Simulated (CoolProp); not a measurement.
Vapour-liquid equilibrium of carbon dioxide (1) + propylene (2) at -20.35 °C; x and y are mole fractions of (1).

Computed with CoolProp (multi-fluid Helmholtz-energy mixture model, Span 1996 and Lemmon 2013; pair parameters Bell 2016).

```json
[
 {"x": "0.05", "bubble pressure (kPa)": "443.3", "y at the bubble point": "0.329", "dew pressure at overall composition x (kPa)": "317.5", "liquid density (mol/L)": "13.94"},
 {"x": "0.2", "bubble pressure (kPa)": "817.8", "y at the bubble point": "0.662", "dew pressure at overall composition x (kPa)": "375.0", "liquid density (mol/L)": "14.85"},
 {"x": "0.35", "bubble pressure (kPa)": "1111", "y at the bubble point": "0.774", "dew pressure at overall composition x (kPa)": "456.7", "liquid density (mol/L)": "15.87"},
 {"x": "0.5", "bubble pressure (kPa)": "1337", "y at the bubble point": "0.834", "dew pressure at overall composition x (kPa)": "581.5", "liquid density (mol/L)": "17.05"},
 {"x": "0.65", "bubble pressure (kPa)": "1525", "y at the bubble point": "0.878", "dew pressure at overall composition x (kPa)": "794.1", "liquid density (mol/L)": "18.47"},
 {"x": "0.8", "bubble pressure (kPa)": "1702", "y at the bubble point": "0.922", "dew pressure at overall composition x (kPa)": "1204", "liquid density (mol/L)": "20.24"},
 {"x": "0.95", "bubble pressure (kPa)": "1885", "y at the bubble point": "0.977", "dew pressure at overall composition x (kPa)": "1802", "liquid density (mol/L)": "22.55"}
]
```

No azeotrope shows between x = 0.05 and 0.95.

Pair parameters are fitted to limited data, so mixtures are less certain than the pure fluids.
